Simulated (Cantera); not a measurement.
A diamond (100) surface in a fixed gas of H2 with x(CH4) = 0.016, x(H) = 0.014, x(CH3) = 1.5e-05, 0.130 bar; coverages are run to steady state.

Detailed kinetics in Cantera: the Harris–Goodwin 1993 mechanism for the reconstructed diamond (100) surface.

θ: site fractions in the mechanism's names (c6HH fully hydrogenated, c6H* and c6*H radical sites, c6** diradical, c6HM methylated).

```
T (K)  growth (µm/h)  θ c6HH  θ c6H*  θ c6*H   θ c6**  θ c6HM
-----  -------------  ------  ------  ------  -------  ------
950            0.812   0.643  0.0145   0.335  0.00676       …
1025            1.15   0.574  0.0210   0.393   0.0117       …
1100            1.48   0.511  0.0283   0.441   0.0185       …
1175            1.63   0.456  0.0361   0.481   0.0273       …
1250            1.39   0.407  0.0442   0.510   0.0380       …
1325           0.962   0.365  0.0523   0.532   0.0504       …
1400           0.738   0.330  0.0600   0.546   0.0641       …
```

Fill in the missing entries.


- 950, θ c6HM: 0.000724
- 1025, θ c6HM: 0.000525
- 1100, θ c6HM: 0.000377
- 1175, θ c6HM: 0.000246
- 1250, θ c6HM: 0.000125
- 1325, θ c6HM: 4.65e-5
- 1400, θ c6HM: 1.44e-5
